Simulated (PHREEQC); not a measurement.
## Polishing slurry liquid: an equilibrium model

Dissolve 110 mmol/kgw KOH and 0.022 mmol/kgw CO2 at 25 °C. Closed to the air; pH follows from the charge balance.

Computed with PHREEQC (ion-association model, phreeqc.dat).

This is a speciation only: nothing precipitates in the calculation.

Task: Estimate the pH.

Result: pH 12.91.
